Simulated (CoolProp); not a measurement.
Vapour-liquid equilibrium of cyclohexane (1) + benzene (2) at 35.25 °C; x and y are mole fractions of (1).

Model: multi-fluid Helmholtz-energy mixture model, Zhou 2014 and Thol 2012; pair parameters Bell 2016, in CoolProp.

Task: Give the bubble pressure and the first vapour's composition at x = 0.45, 0.85, 0.95. Is there an azeotrope?

Result: x = 0.45: 22.66 kPa, y = 0.459; x = 0.85: 21.54 kPa, y = 0.808; x = 0.95: 20.77 kPa, y = 0.929. y crosses x between x = 0.45 and 0.55: the model has an azeotrope there.

Pair parameters are fitted to limited data, so mixtures are less certain than the pure fluids.
